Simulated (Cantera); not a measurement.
Input: 1 mol C3H8, 95 mol H2, 2.7 mol N2, equilibrated at 18.0 mbar.

Method: chemical equilibrium by Gibbs-energy minimisation in Cantera with the NASA 1993 tables (ideal gas, pure condensed phases). Candidate condensed phases: C, C6H6, C7H8, C8H18; 92 gas species. The numbers say what is thermodynamically allowed, not how fast it happens. All values below are at 1350 °C.

Base state: H2 0.973, N2 0.0263, H 0.000508, HCN 0.000377, C2H2 (acetylene) 3.39e-5, CH4 2.53e-5 (mole fractions); condensed: C(graphite).

Problem. What changes in the equilibrium state with this change: C3H8 replaced by CO?

Solution. 
| species | before | after |
|---|---|---|
| H2 | 0.973 | 0.962 |
| N2 | 0.0263 | 0.0273 |
| CO | 0 | 0.0101 |
| C2H2 (acetylene) | 3.39e-5 | 1.07e-8 |
| CH4 | 2.53e-5 | 4.41e-7 |
| HCN | 0.000377 | 6.82e-6 |
| C(graphite), mol | 2.95 | 0 |
Further candidate phases: H2O.
